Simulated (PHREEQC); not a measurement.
Consider water at 25 °C with 14 mmol/kgw Al2(SO4)3, 3.7 mmol/kgw NiCl2 and 1.3 mmol/kgw NaHCO3. Closed to the air; pH follows from the charge balance.

The numbers come from PHREEQC with the ion-association model, wateq4f.dat.

Precipitation was switched off in this run.

Estimate the pH, ionic strength.

pH 4.69; ionic strength 0.0688 mol/kgw.

In which forms is C present?

CO2 97 %, HCO3- 2.6 % of the C.

The solution is supersaturated, for example in Basaluminite, Al(OH)3(a), so a real one may precipitate; this is no full list.
